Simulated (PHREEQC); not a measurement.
Solution (25 °C): 1.7 mol HCl, 0.073 mol CaCl2 and 1.5 mol LiCl per kg of water. Closed to the air; pH follows from the charge balance.

The numbers come from PHREEQC with the Pitzer model, pitzer.dat.

Question: The ionic strength comes out as 3.42 mol/kgw. What activity coefficients do Ca+2, H+, Li+, Cl- get?

Answer: Ca+2 1.8, H+ 3.5, Li+ 3.0, Cl- 0.57. Single-ion values are on the MacInnes scale.

Precipitation was switched off in this run. In brines, pH and single-ion activities rest on the MacInnes convention.
